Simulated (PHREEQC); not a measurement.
Make-up at 25 °C: 37 mmol/kgw ZnSO4 and 3.2 mmol/kgw NaCl. Closed to the air; pH follows from the charge balance.

All values are PHREEQC results (ion-association model, wateq4f.dat), not measurements.

This is a speciation only: nothing precipitates in the calculation.

Question: Predict the pH, ionic strength.

Answer: pH 5.61; ionic strength 0.0853 mol/kgw.

Question: In which forms is S present?

Answer: SO4-2 50 %, ZnSO4 38 %, Zn(SO4)2-2 12 % of the S.
